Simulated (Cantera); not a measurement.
## Adiabatic ignition

An adiabatic, constant-volume homogeneous reactor starts with H₂ : O₂ : N₂ = 1 : 0.758 : 5.3 (molar parts), at 1100 K and 2.60 bar.

Detailed kinetics in Cantera: GRI-Mech 3.0 (53 species, 325 reactions). The hydrogen kinetics of GRI-Mech 3.0 are dated; newer H2 mechanisms differ, most at raised pressure.

```json
[
 {"t (s)": "7.00e-6", "T (K)": "1100", "P (bar)": "2.60", "x H₂": "0.142", "x O₂": "0.107", "x H₂O": "4.58e-9", "x NO": "<1e-12", "x H₂O₂": "1.39e-11"},
 {"t (s)": "1.67e-5", "T (K)": "1100", "P (bar)": "2.60", "x H₂": "0.142", "x O₂": "0.107", "x H₂O": "4.93e-8", "x NO": "<1e-12", "x H₂O₂": "1.76e-10"},
 {"t (s)": "3.99e-5", "T (K)": "1100", "P (bar)": "2.60", "x H₂": "0.142", "x O₂": "0.107", "x H₂O": "1.89e-6", "x NO": "<1e-12", "x H₂O₂": "8.14e-9"},
 {"t (s)": "9.51e-5", "T (K)": "1988", "P (bar)": "4.47", "x H₂": "0.0127", "x O₂": "0.0402", "x H₂O": "0.124", "x NO": "2.47e-5", "x H₂O₂": "1.18e-6"},
 {"t (s)": "0.000227", "T (K)": "2340", "P (bar)": "5.15", "x H₂": "0.000879", "x O₂": "0.0383", "x H₂O": "0.149", "x NO": "9.01e-5", "x H₂O₂": "3.23e-7"},
 {"t (s)": "0.000542", "T (K)": "2340", "P (bar)": "5.15", "x H₂": "0.000876", "x O₂": "0.0383", "x H₂O": "0.149", "x NO": "0.000171", "x H₂O₂": "3.23e-7"},
 {"t (s)": "0.00129", "T (K)": "2339", "P (bar)": "5.15", "x H₂": "0.000875", "x O₂": "0.0382", "x H₂O": "0.149", "x NO": "0.000361", "x H₂O₂": "3.22e-7"},
 {"t (s)": "0.00308", "T (K)": "2338", "P (bar)": "5.14", "x H₂": "0.000872", "x O₂": "0.0380", "x H₂O": "0.149", "x NO": "0.000797", "x H₂O₂": "3.20e-7"},
 {"t (s)": "0.00736", "T (K)": "2336", "P (bar)": "5.14", "x H₂": "0.000866", "x O₂": "0.0375", "x H₂O": "0.149", "x NO": "0.00174", "x H₂O₂": "3.16e-7"},
 {"t (s)": "0.0176", "T (K)": "2331", "P (bar)": "5.13", "x H₂": "0.000856", "x O₂": "0.0367", "x H₂O": "0.149", "x NO": "0.00347", "x H₂O₂": "3.09e-7"},
 {"t (s)": "0.0419", "T (K)": "2326", "P (bar)": "5.12", "x H₂": "0.000844", "x O₂": "0.0356", "x H₂O": "0.149", "x NO": "0.00560", "x H₂O₂": "3.00e-7"},
 {"t (s)": "0.100", "T (K)": "2323", "P (bar)": "5.11", "x H₂": "0.000838", "x O₂": "0.0351", "x H₂O": "0.149", "x NO": "0.00670", "x H₂O₂": "2.96e-7"}
]
```
x: mole fraction; the columns are a selection and need not sum to one.

| Quantity | Result |
|---|---|
| time of steepest temperature rise | 91.4 µs |
| temperature at 0.100 s | 2323 K |
| equilibrium temperature | 2323 K |
| x(H₂) at 0.100 s | 0.000838 (gas-phase equilibrium 0.000837) |
| x(O₂) at 0.100 s | 0.0351 (gas-phase equilibrium 0.0350) |
| x(H₂O) at 0.100 s | 0.149 (gas-phase equilibrium 0.149) |
